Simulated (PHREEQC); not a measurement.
Make-up at 65 °C: 0.049 mol/kgw HF, 0.0007 mol/kgw (CH3)4NF and 5.2e-05 mol/kgw (NH4)2SiF6. Closed to the air; pH follows from the charge balance.

All values are PHREEQC results (ion-association model, phreeqc.dat), not measurements.

Problem. The ionic strength comes out as 0.00488 mol/kgw. What activity coefficients do HF2-, F-, SiF6-2, NH4+, H+ get?

Solution. HF2- 0.92, F- 0.92, SiF6-2 0.73, NH4+ 0.92, H+ 0.93.

Precipitation was switched off in this run. (CH3)4N+ isn't in the database: it is added as a free cation with an ion size of 4 Å. At this temperature some constants are extrapolated from 25 °C, and those without enthalpy data are left unchanged. SiF6-2 is the database's only silicon fluoride.
